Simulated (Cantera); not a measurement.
A perfectly stirred reactor is fed with 8.37 % H₂, 49.3 % O₂, 42.4 % N₂, at 65000 Pa; it is held at 1400 K, and followed from long to short residence time.

Model: GRI-Mech 3.0 (53 species, 325 reactions), integrated in Cantera. The temperature is held fixed by assumption; the heat of reaction is taken as removed at once.

x: mole fraction; the columns are a selection and need not sum to one.

```json
[
 {"τ (s)": "4.8", "x H₂": "7.45e-6", "x O₂": "0.470", "x H": "8.42e-8", "x O": "[?]", "x NO": "1.18e-6", "x H₂O": "0.0873"},
 {"τ (s)": "1.9", "x H₂": "1.38e-5", "x O₂": "0.470", "x H": "2.12e-7", "x O": "[?]", "x NO": "1.27e-6", "x H₂O": "0.0873"},
 {"τ (s)": "0.78", "x H₂": "2.47e-5", "x O₂": "0.470", "x H": "5.20e-7", "x O": "[?]", "x NO": "1.25e-6", "x H₂O": "0.0872"},
 {"τ (s)": "0.31", "x H₂": "4.50e-5", "x O₂": "0.470", "x H": "1.32e-6", "x O": "[?]", "x NO": "1.11e-6", "x H₂O": "0.0872"},
 {"τ (s)": "0.13", "x H₂": "7.89e-5", "x O₂": "0.470", "x H": "3.18e-6", "x O": "[?]", "x NO": "9.10e-7", "x H₂O": "0.0871"},
 {"τ (s)": "0.051", "x H₂": "0.000143", "x O₂": "0.470", "x H": "8.19e-6", "x O": "[?]", "x NO": "6.87e-7", "x H₂O": "0.0869"},
 {"τ (s)": "0.021", "x H₂": "0.000251", "x O₂": "0.470", "x H": "2.00e-5", "x O": "[?]", "x NO": "5.15e-7", "x H₂O": "0.0867"},
 {"τ (s)": "0.0083", "x H₂": "0.000445", "x O₂": "0.470", "x H": "5.07e-5", "x O": "[?]", "x NO": "4.02e-7", "x H₂O": "0.0863"}
]
```

Q: Some entries are withheld; supply them.

A: 
- 4.8, x O: 1.06e-5
- 1.9, x O: 1.96e-5
- 0.78, x O: 3.59e-5
- 0.31, x O: 6.72e-5
- 0.13, x O: 0.000121
- 0.051, x O: 0.000229
- 0.021, x O: 0.000417
- 0.0083, x O: 0.000775
